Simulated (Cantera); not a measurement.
Charge: 1 mol SiH2Cl2, 0.91 mol NH3, at 133 Pa.

Equilibrium computed with Cantera from the NASA thermochemical tables; the gas is ideal and each condensed phase is pure. Candidate condensed phases: NH4Cl, Si, Si3N4; 28 gas species. Mutual solubility and eutectic melting of coexisting phases are not modelled. Kinetics and transport are ignored.

Question: Which condensed phases are stable at each of these points (T (°C)): 775, 825, 875, 925, 975, 1025, 1075, 1125, 1175, 1225, 1275, 1325, 1375?

Answer: 
```json
[
 {"T (°C)": "775", "condensed phases": "Si3N4(s)", "Si condensed (%)": "68.2"},
 {"T (°C)": "825", "condensed phases": "Si3N4(s)", "Si condensed (%)": "68.2"},
 {"T (°C)": "875", "condensed phases": "Si3N4(s)", "Si condensed (%)": "68.1"},
 {"T (°C)": "925", "condensed phases": "Si3N4(s)", "Si condensed (%)": "67.9"},
 {"T (°C)": "975", "condensed phases": "Si3N4(s)", "Si condensed (%)": "67.0"},
 {"T (°C)": "1025", "condensed phases": "Si3N4(s)", "Si condensed (%)": "64.6"},
 {"T (°C)": "1075", "condensed phases": "Si3N4(s)", "Si condensed (%)": "59.7"},
 {"T (°C)": "1125", "condensed phases": "Si3N4(s)", "Si condensed (%)": "52.9"},
 {"T (°C)": "1175", "condensed phases": "Si3N4(s)", "Si condensed (%)": "45.2"},
 {"T (°C)": "1225", "condensed phases": "Si3N4(s)", "Si condensed (%)": "37.5"},
 {"T (°C)": "1275", "condensed phases": "Si(s) + Si3N4(s)", "Si condensed (%)": "32.5"},
 {"T (°C)": "1325", "condensed phases": "Si(s)", "Si condensed (%)": "32.0"},
 {"T (°C)": "1375", "condensed phases": "Si(s)", "Si condensed (%)": "31.5"}
]
```

From 775 °C to 1225 °C the condensed part is Si3N4(s). At 1275 °C the condensed part is Si(s) + Si3N4(s). From 1325 °C to 1375 °C the condensed part is Si(s).
